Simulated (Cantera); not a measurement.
Charge: 1 mol SiCl4, 0.34 mol O3, 53 mol N2, equilibrated at 652 °C and 0.440 bar.

Method: chemical equilibrium by Gibbs-energy minimisation in Cantera with the NASA 1993 tables (ideal gas, pure condensed phases). Candidate condensed phases: Si, SiO2, Si2N2O, Si3N4; 23 gas species. Equilibrium is a limit: real reactors are often held back by kinetics, nucleation or transport.

**Question.** What is the equilibrium state?

**Answer.** 
| Quantity | Value |
|---|---|
| x(N2) | 0.972 |
| x(Cl2) | 0.0187 |
| x(SiCl4) | 0.00899 |
| x(Cl) | 2.39e-5 |
| n(SiO2(β-quartz)) | 0.510 mol |
| gas amount | 54.51 mol |
| log10 activity of Si(s) (absent) | -28.75 |
